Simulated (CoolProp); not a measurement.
n-undecane along the isotherm 599.5 K: density (kg/m³) from the reference equation and from simpler models built on Tc = 638.8 K, pc = 1990 kPa, ω = 0.539; each cubic takes its own stable root.

The numbers come from the reference Helmholtz-energy equation of state, Aleksandrov 2011 in CoolProp. It is a short technical equation, of lower accuracy than the large ones.

```json
[
 {"p (kPa)": "299", "phase": "gas", "reference": "10.17"},
 {"p (kPa)": "597", "phase": "gas", "reference": "22.43"},
 {"p (kPa)": "896", "phase": "gas", "reference": "38.58"},
 {"p (kPa)": "1190", "phase": "liquid", "reference": "438.9"},
 {"p (kPa)": "1490", "phase": "liquid", "reference": "444.9"},
 {"p (kPa)": "1790", "phase": "liquid", "reference": "450.1"},
 {"p (kPa)": "2090", "phase": "liquid", "reference": "454.7"},
 {"p (kPa)": "2390", "phase": "liquid", "reference": "458.8"},
 {"p (kPa)": "2690", "phase": "liquid", "reference": "462.6"},
 {"p (kPa)": "2990", "phase": "liquid", "reference": "466.1"}
]
```

**Question.** How far does each simpler model (van der Waals, Redlich-Kwong, Soave-Redlich-Kwong) lie from the reference over these 10 states: mean and median of the absolute difference, and the worst?

**Answer.** 
- van der Waals: mean 39.9 %, median 41.1 %, worst -88.4 % at 599.5 K and 1190 kPa
- Redlich-Kwong: mean 25.1 %, median 23.7 %, worst -87.5 % at 599.5 K and 1190 kPa
- Soave-Redlich-Kwong: mean 14.8 %, median 18.8 %, worst -22.5 % at 599.5 K and 1190 kPa

At some of these states van der Waals, Redlich-Kwong gives the other phase, because its saturation line lies elsewhere.
